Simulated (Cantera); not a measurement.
Input: 1 mol Fe(CO)₅, a varied amount of O₂, 31 mol N₂, at 1473 K and 0.100 bar.

Method: chemical equilibrium by Gibbs-energy minimisation in Cantera with the NASA 1993 tables (ideal gas, pure condensed phases). Candidate condensed phases: C, Fe, Fe(CO)₅, FeO, Fe₂O₃, Fe₃O₄; 27 gas species. Mutual solubility and eutectic melting of coexisting phases are not modelled. The tables' stoichiometric FeO is somewhat more stable than real wüstite, so its field is too wide. FeO: taken at fixed stoichiometry. Kinetics and transport are ignored.

Which condensed phases are stable at each of these points (n(O₂) (mol)): 0.21, 0.26, 0.32, 0.4, 0.49, 0.61, 0.75, 0.92, 1.1, 1.4, 1.7?


```csv
n(O₂) (mol),condensed phases,Fe condensed (%)
0.21,Fe(γ),100.0
0.26,Fe(γ),100.0
0.32,Fe(γ),100.0
0.4,Fe(γ) + FeO(s),100.0
0.49,Fe(γ) + FeO(s),100.0
0.61,Fe(γ) + FeO(s),100.0
0.75,Fe(γ) + FeO(s),100.0
0.92,FeO(s),100.0
1.1,FeO(s),100.0
1.4,FeO(s),100.0
1.7,FeO(s),100.0
```

From 0.21 mol O₂ to 0.32 mol O₂ the condensed part is Fe(γ). From 0.4 mol O₂ to 0.75 mol O₂ the condensed part is Fe(γ) + FeO(s). From 0.92 mol O₂ to 1.7 mol O₂ the condensed part is FeO(s).
